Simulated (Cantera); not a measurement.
A freely propagating, adiabatic, planar premixed flame of H₂ : O₂ : N₂ = 1 : 0.385 : 1.45 (molar parts), equivalence ratio 1.3, unburnt at 300 K and 500000 Pa; mixture-averaged transport, grid criteria slope 0.08 and curve 0.16, no radiation.

Detailed kinetics in Cantera: the H2/O2 subset of GRI-Mech 3.0, which has no nitrogen chemistry. The hydrogen kinetics of GRI-Mech 3.0 are dated; newer H2 mechanisms differ, most at raised pressure. Burning velocities carry a grid error of a few per cent, more on coarse grids.

### Question
What does this change do: inlet temperature 300 to 575 K?

### Answer
```tsv
quantity	before	after
laminar burning velocity	277 cm/s	809 cm/s
thermal thickness	0.0442 mm	0.0560 mm
peak x(HO₂)	0.00124	0.000967
peak x(O)	0.00422	0.00641
peak x(H)	0.0361	0.0503
```
